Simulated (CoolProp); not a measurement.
A closed Brayton cycle with nitrogen: compressor inlet 318.15 K and 4.4 MPa, high pressure 9.67 MPa, turbine inlet 805 K, compressor efficiency 0.8, turbine efficiency 0.93, recuperator effectiveness 0.8 (on enthalpy, no pinch check). Each further row changes one setting.

Values from CoolProp's reference Helmholtz-energy equation of state, Span 2000.

| case | thermal efficiency (%) | net work (kJ/kg) | compressor to turbine work | compressor exit (K) | turbine exit (K) |
|---|---|---|---|---|---|
| as stated | 25.6 | 55.9 | 0.66 | 419.3 | 661.9 |
| turbine inlet 755 K | 23.0 | 45.7 | 0.70 | 419.3 | 619.5 |
| compressor inlet 328.15 K | 24.3 | 52.3 | 0.68 | 432.4 | 661.9 |
| high pressure 8.22 MPa | 24.8 | 49.1 | 0.63 | 396.5 | 689.4 |
| recuperator effectiveness 0.5 | 18.8 | 55.9 | 0.66 | 419.3 | 661.9 |
